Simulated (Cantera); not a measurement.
## Thermodynamics of oxide etching and cleaning by halides, feed CuO + HF + H2

Feed: 1 mol CuO, 3.8 mol HF, 47 mol H2, held at 2.00 Pa.

Method: chemical equilibrium by Gibbs-energy minimisation in Cantera with the NASA 1993 tables (ideal gas, pure condensed phases). Candidate condensed phases: Cu, CuF2, CuO, Cu(OH)2, Cu2O, H2O; 27 gas species. Kinetics and transport are ignored.

```json
[
 {"T (°C)": "675", "x H2": "0.906", "x HF": "0.0748", "x H2O": "0.0197", "x Cu": "8.63e-8", "x H": "1.12e-7", "x CuF": "1.70e-9", "x OH": "3.51e-12", "n Cu(s)": "1.000"},
 {"T (°C)": "725", "x H2": "0.906", "x HF": "0.0748", "x H2O": "0.0197", "x Cu": "7.20e-7", "x H": "4.58e-7", "x CuF": "8.66e-9", "x OH": "2.17e-11", "n Cu(s)": "1.000"},
 {"T (°C)": "775", "x H2": "0.906", "x HF": "0.0748", "x H2O": "0.0197", "x Cu": "4.89e-6", "x H": "1.64e-6", "x CuF": "3.78e-8", "x OH": "1.13e-10", "n Cu(s)": "1.000"},
 {"T (°C)": "825", "x H2": "0.905", "x HF": "0.0748", "x H2O": "0.0197", "x Cu": "2.79e-5", "x H": "5.26e-6", "x CuF": "1.44e-7", "x OH": "5.04e-10", "n Cu(s)": "0.999"},
 {"T (°C)": "875", "x H2": "0.905", "x HF": "0.0748", "x H2O": "0.0197", "x Cu": "0.000136", "x H": "1.52e-5", "x CuF": "4.87e-7", "x OH": "1.98e-9", "n Cu(s)": "0.993"},
 {"T (°C)": "925", "x H2": "0.905", "x HF": "0.0748", "x H2O": "0.0197", "x Cu": "0.000581", "x H": "4.04e-5", "x CuF": "1.48e-6", "x OH": "6.95e-9", "n Cu(s)": "0.970"},
 {"T (°C)": "975", "x H2": "0.903", "x HF": "0.0746", "x H2O": "0.0196", "x Cu": "0.00220", "x H": "9.93e-5", "x CuF": "4.13e-6", "x OH": "2.20e-8", "n Cu(s)": "0.888"},
 {"T (°C)": "1025", "x H2": "0.898", "x HF": "0.0742", "x H2O": "0.0195", "x Cu": "0.00752", "x H": "0.000227", "x CuF": "1.06e-5", "x OH": "6.39e-8", "n Cu(s)": "0.614"},
 {"T (°C)": "1075", "x H2": "0.888", "x HF": "0.0733", "x H2O": "0.0193", "x Cu": "0.0193", "x H": "0.000487", "x CuF": "2.07e-5", "x OH": "1.71e-7", "n Cu(s)": "0"},
 {"T (°C)": "1125", "x H2": "0.887", "x HF": "0.0733", "x H2O": "0.0193", "x Cu": "0.0193", "x H": "0.000997", "x CuF": "1.62e-5", "x OH": "4.27e-7", "n Cu(s)": "0"},
 {"T (°C)": "1175", "x H2": "0.886", "x HF": "0.0733", "x H2O": "0.0193", "x Cu": "0.0193", "x H": "0.00194", "x CuF": "1.29e-5", "x OH": "1.00e-6", "n Cu(s)": "0"},
 {"T (°C)": "1225", "x H2": "0.885", "x HF": "0.0732", "x H2O": "0.0193", "x Cu": "0.0193", "x H": "0.00361", "x CuF": "1.05e-5", "x OH": "2.23e-6", "n Cu(s)": "0"}
]
```
x: gas mole fraction; n: condensed amount in mol.

From 675 °C to 1025 °C the condensed part is Cu(s). From 1075 °C to 1225 °C nothing is condensed. The main Cu-bearing gas is Cu throughout.
